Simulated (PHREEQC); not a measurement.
Model water analysis in mg/kgw, 5.3 °C, pH 7.16, pe 9.9: Na 50.8; K 0.0383; Ca 55.6; Mg 27.3; Cl 9.91; S(6) as SO4 291; Alkalinity as HCO3 62; Pb 3.61; Li 0.54.

Valence states are taken as typed.

Equilibrium calculation in PHREEQC: ion-association model, phreeqc.dat.

Each row changes one thing in this solution. This is a speciation only: nothing precipitates in the calculation.

```csv
case,ionic strength (mol/kgw),SO4-2 (mol/kgw),Ca+2 (mol/kgw),HCO3- (mol/kgw),Mg+2 (mol/kgw),CO2 (mol/kgw),SI of Pb(OH)2 (Pb(OH)2),SI of Anglesite (PbSO4)
as made,0.0114,0.00265,0.00117,0.000976,0.000963,0.000198,-0.31,-0.61
all concentrations times 3 at the same typed pH,0.0312,0.00724,0.00314,0.00286,0.00258,0.000550,-0.22,-0.18
Pb from 3.61 to 10.8 mg/kgw,0.0113,0.00265,0.00117,0.000930,0.000963,0.000189,+0.18,-0.12
Cl from 9.91 to 4.96 mg/kgw,0.0113,0.00265,0.00117,0.000976,0.000962,0.000198,-0.31,-0.61
```

Some of these states are supersaturated (in Cerussite, Pb(OH)2, for instance). Away from 25 °C the constants follow the database's enthalpies or fits; those with neither stay at their 25 °C values.
